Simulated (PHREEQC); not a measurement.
# Metal-bearing waste water: speciation

Dissolve 0.0022 mol/kgw CdCl2, 0.00026 mol/kgw ZnCl2, 0.14 mol/kgw H2SO4 and 0.12 mol/kgw Na2SO4 at 25 °C. It is in equilibrium with CO2 at log p = -3.4 (atm). Otherwise closed; pH follows from the charge balance.

Computed with PHREEQC (ion-association model, wateq4f.dat).

Precipitation was switched off in this run.

Task: Predict the pH.

Result: pH 1.09.

Task: In which forms is Cd present?

Result: CdSO4 38 %, Cd+2 34 %, Cd(SO4)2-2 24 %, CdCl+ 4.0 % of the Cd.
